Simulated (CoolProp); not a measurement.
Vapour-liquid equilibrium of hydrogen sulfide (1) + n-butane (2) at 274.2 K; x and y are mole fractions of (1).

Model: multi-fluid Helmholtz-energy mixture model, Lemmon 2006 and Bücker 2006; pair parameters Kunz 2012, in CoolProp.

Q: Give the bubble pressure and the first vapour's composition at x = 0.15, 0.45, 0.75. Is there an azeotrope?

A: x = 0.15: 3.789 bar, y = 0.735; x = 0.45: 7.139 bar, y = 0.885; x = 0.75: 9.077 bar, y = 0.938. No azeotrope shows between x = 0.05 and 0.95.

The pair parameters rest on a limited set of measurements; away from them the model extrapolates. With so large a gap from Raoult's law the liquid may split in two, which this calculation doesn't test in full.
